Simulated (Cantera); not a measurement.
## Low-pressure radical oxidation in H2/O2

An isothermal, constant-pressure homogeneous reactor starts with H2 : O2 : N2 = 0.27 : 1 : 0.58 (molar parts), equivalence ratio 0.14, at 1300 K and 0.0267 bar.

Detailed kinetics in Cantera: GRI-Mech 3.0 (53 species, 325 reactions). Radical loss at walls, strong at low pressure, is not modelled. The temperature is held fixed by assumption; the heat of reaction is taken as removed at once.

```json
[
 {"t (s)": "1.00e-5", "x H2": "0.146", "x O2": "0.541", "x OH": "1.20e-9", "x NO2": "<1e-12", "x H2O2": "2.20e-12", "x N2O": "<1e-12", "x H": "7.39e-9"},
 {"t (s)": "7.40e-5", "x H2": "0.146", "x O2": "0.541", "x OH": "4.71e-8", "x NO2": "<1e-12", "x H2O2": "1.19e-10", "x N2O": "<1e-12", "x H": "1.11e-7"},
 {"t (s)": "0.000548", "x H2": "0.0724", "x O2": "0.498", "x OH": "0.0109", "x NO2": "<1e-12", "x H2O2": "4.39e-7", "x N2O": "2.22e-10", "x H": "0.0307"},
 {"t (s)": "0.00405", "x H2": "0.00528", "x O2": "0.471", "x OH": "0.00825", "x NO2": "5.81e-11", "x H2O2": "3.60e-7", "x N2O": "5.39e-9", "x H": "0.0247"},
 {"t (s)": "0.0300", "x H2": "0.000452", "x O2": "0.501", "x OH": "0.00246", "x NO2": "6.63e-10", "x H2O2": "2.21e-7", "x N2O": "1.32e-8", "x H": "0.000527"},
 {"t (s)": "0.222", "x H2": "1.03e-5", "x O2": "0.504", "x OH": "0.000377", "x NO2": "3.04e-9", "x H2O2": "2.92e-8", "x N2O": "2.05e-8", "x H": "1.85e-6"},
 {"t (s)": "1.64", "x H2": "6.46e-7", "x O2": "0.504", "x OH": "9.49e-5", "x NO2": "3.24e-9", "x H2O2": "3.78e-9", "x N2O": "2.04e-8", "x H": "2.95e-8"},
 {"t (s)": "12.2", "x H2": "1.26e-7", "x O2": "0.504", "x OH": "4.20e-5", "x NO2": "8.23e-9", "x H2O2": "1.05e-9", "x N2O": "9.74e-9", "x H": "2.58e-9"},
 {"t (s)": "90.0", "x H2": "1.19e-7", "x O2": "0.504", "x OH": "4.07e-5", "x NO2": "8.66e-9", "x H2O2": "1.00e-9", "x N2O": "2.85e-9", "x H": "2.35e-9"}
]
```
x: mole fraction; the columns are a selection and need not sum to one.

Equilibrium at this temperature and pressure: H2 1.19e-7, O2 0.504, OH 4.07e-5, NO2 1.10e-6, H2O2 1.00e-9, N2O 2.86e-9, H 2.35e-9 (gas phase only).
